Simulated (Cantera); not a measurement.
A perfectly stirred reactor is fed with CH3OH : O2 : N2 : CO2 = 1 : 1.15 : 4.34 : 0.21 (molar parts), equivalence ratio 1.3, at 1500000 Pa; it is adiabatic with a 525 K inlet, and is followed from long to short residence time, starting on the burning branch (τ in s: 0.061, 0.027, 0.012, 0.0051, 0.0022, 0.00096, 0.00042, 0.00018, 8e-05, 3.5e-05, 1.5e-05).

Computed with Cantera and GRI-Mech 3.0 (53 species, 325 reactions). GRI-Mech 3.0 was tuned for natural gas; its chemistry of methanol as a main component is partial and can be far from experiment. The pressure lies above the range GRI-Mech 3.0 was tuned for (to about 10 atm).

Question: Predict: blow-out, bracketed by the residence times tried; x(CH3OH) at τ = 61.0 ms; x(O2) at τ = 61.0 ms; x(CO2) at τ = 61.0 ms; x(HCO) at τ = 61.0 ms; x(CH3OH) at τ = 0.960 ms; x(O2) at τ = 0.960 ms; x(CO2) at τ = 0.960 ms; x(HCO) at τ = 0.960 ms.

Answer: 
| Property | Value |
|---|---|
| blow-out, bracketed by the residence times tried | burning at 15.0 µs, the shortest tried |
| x(CH3OH) at τ = 61.0 ms | 7.56e-7 |
| x(O2) at τ = 61.0 ms | 3.57e-5 |
| x(CO2) at τ = 61.0 ms | 0.0969 |
| x(HCO) at τ = 61.0 ms | 7.25e-8 |
| x(CH3OH) at τ = 0.960 ms | 1.32e-5 |
| x(O2) at τ = 0.960 ms | 0.000590 |
| x(CO2) at τ = 0.960 ms | 0.0960 |
| x(HCO) at τ = 0.960 ms | 6.37e-7 |
